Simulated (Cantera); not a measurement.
**Carbothermic reduction: CuO + C + H₂**

Input: 1 mol CuO, 1.3 mol C, 14 mol H₂, at 0.00930 bar.

Method: chemical equilibrium by Gibbs-energy minimisation in Cantera with the NASA 1993 tables (ideal gas, pure condensed phases). Candidate condensed phases: C, C₆H₆, C₇H₈, C₈H₁₈, Cu, CuO, Cu(OH)₂, Cu₂O, H₂O; 113 gas species. Rates play no part.

From 552 °C to 902 °C the condensed part is C(graphite) + Cu(s).

```
T (°C)  log p H₂  log p CO  log p CH₄  log p H₂O  log p CO₂  log p H  n C(graphite)  n Cu(s)
------  --------  --------  ---------  ---------  ---------  -------  -------------  -------
552        -2.06     -3.26      -4.17      -4.23      -4.88   -12.13          0.308     1.00
602        -2.06     -3.23      -4.49      -4.68      -5.42   -11.33          0.287     1.00
652        -2.06     -3.21      -4.77      -5.10      -5.95   -10.62          0.287     1.00
702        -2.06     -3.21      -5.02      -5.49      -6.44    -9.97          0.291     1.00
752        -2.06     -3.21      -5.26      -5.85      -6.88    -9.39          0.294     1.00
802        -2.06     -3.21      -5.47      -6.17      -7.28    -8.86          0.296     1.00
852        -2.06     -3.21      -5.66      -6.46      -7.65    -8.38          0.297    1.000
902        -2.06     -3.21      -5.84      -6.73      -7.98    -7.94          0.298    1.000
```
log p: log10 of the partial pressure in bar; n: condensed amount in mol.
